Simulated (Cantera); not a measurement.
A perfectly stirred reactor is fed with H2 : O2 : N2 = 1.4 : 1 : 4.6 (molar parts), equivalence ratio 0.70, at 0.440 bar; it is held at 1350 K, and followed from long to short residence time.

Computed with Cantera and the H2/O2 subset of GRI-Mech 3.0, which has no nitrogen chemistry. The temperature is held fixed by assumption; the heat of reaction is taken as removed at once.

One state of this run: x H2 = 0.0194; x O2 = 0.0562; x O = 0.00661; x OH = 0.00488; x H2O = 0.184; x HO2 = 2.28e-5. x: mole fraction; the columns are a selection and need not sum to one.

### Question
Which value of τ (s) does it belong to?
A. 3.9
B. 1.2
C. 0.00034
D. 0.0036

### Answer
C, 0.00034
